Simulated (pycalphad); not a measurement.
All values are pycalphad results on the COST 507 light-alloy database (1999) (1 atm), not direct measurements. The database dates from 1999; later assessments differ in places, in temperatures and in the compounds included.

Molar enthalpy of Al-13.38Si-3.01Fe (at.%) in equilibrium (SER reference):

```csv
T (°C),H (kJ/mol),phases
1577,58.30,liquid
1497,55.77,liquid
1417,53.25,liquid
1337,50.74,liquid
1257,48.22,liquid
1177,45.71,liquid
1097,43.20,liquid
1017,40.70,liquid
937,38.20,liquid
857,35.71,liquid
777,33.22,liquid
737,31.97,liquid
697,29.58,liquid + ALFESI_BETA
617,24.98,liquid + ALFESI_BETA
537,10.56,fcc + ALFESI_BETA + diamond (Si)
497,9.25,fcc + ALFESI_BETA + diamond (Si)
457,7.99,fcc + ALFESI_BETA + diamond (Si)
377,5.61,fcc + ALFESI_BETA + diamond (Si)
297,3.34,fcc + ALFESI_BETA + diamond (Si)
```

Cooling from 737 °C to 537 °C, across the freezing range, releases 21.4 kJ/mol, or 765 J/g. The slope is 31 J/(mol K) in the liquid and 33 J/(mol K) just below the solidus, where it includes any heat of precipitation. Liquidus 721 °C, solidus 576 °C. Changes were sought between steps of 40 K, so a narrower field can be missed.

Database names, with the compositions (at.%) that they take in these runs: ALFESI_BETA: Al 70 Si 15 Fe 15.
